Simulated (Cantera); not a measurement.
Feed: 1 mol Al2O3, 0.16 mol N2, at 2725 K and 750 Torr.

Equilibrium computed with Cantera from the NASA thermochemical tables; the gas is ideal and each condensed phase is pure. Candidate condensed phases: Al, AlN, Al2O3; 16 gas species. Equilibrium is a limit: real reactors are often held back by kinetics, nucleation or transport.

Base state: N2 1.000, NO 0.000159, Al 0.000110, O 7.86e-5, AlO 5.27e-5, Al2O 2.63e-5 (mole fractions); condensed: Al2O3(l).

**Question.** What changes in the equilibrium state with this change: pressure from 750 Torr to 0.0503 Torr?

**Answer.** 
| species | before | after |
|---|---|---|
| O | 7.86e-5 | 0.534 |
| Al | 0.000110 | 0.338 |
| AlO | 5.27e-5 | 0.0735 |
| N2 | 1.000 | 0.0333 |
| O2 | 3.84e-6 | 0.0119 |
| AlO2 | 4.87e-8 | 3.09e-5 |
| Al2O | 2.63e-5 | 0.00753 |
| Al2O2 | 6.84e-7 | 8.90e-5 |
| N | 1.98e-6 | 4.42e-5 |
| Al2O3(l), mol | 1.000 | 0 |
